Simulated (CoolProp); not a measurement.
Nitrogen along the isotherm -204.95 °C: Z from the reference equation and from simpler models built on Tc = -147.0 °C, pc = 3.396 MPa, ω = 0.037; each cubic takes its own stable root.

Model: reference Helmholtz-energy equation of state, Span 2000, in CoolProp.

| p (MPa) | phase | reference | Redlich-Kwong | Soave-Redlich-Kwong | Peng-Robinson |
|---|---|---|---|---|---|
| 0.0161 | gas | 0.9904 | 0.9913 | 0.9916 | 0.9914 |
| 0.0367 | liquid | 0.002143 | (withheld) | (withheld) | 0.001891 |
| 0.0834 | liquid | 0.004868 | 0.004792 | 0.004842 | 0.004296 |
| 0.19 | liquid | 0.01109 | (withheld) | 0.01103 | 0.009784 |
| 0.432 | liquid | 0.02520 | 0.02480 | 0.02506 | (withheld) |
| 0.983 | liquid | 0.05726 | 0.05636 | (withheld) | 0.05053 |
| 2.24 | liquid | 0.1301 | 0.1280 | 0.1293 | (withheld) |
| 5.09 | liquid | (withheld) | 0.2891 | 0.2917 | 0.2593 |

### Question
Some entries are withheld; supply them.

### Answer

- 0.0367, Redlich-Kwong: 0.002109
- 0.0367, Soave-Redlich-Kwong: 0.002131
- 0.19, Redlich-Kwong: 0.01091
- 0.432, Peng-Robinson: 0.02223
- 0.983, Soave-Redlich-Kwong: 0.05693
- 2.24, Peng-Robinson: 0.1148
- 5.09, reference: 0.2939
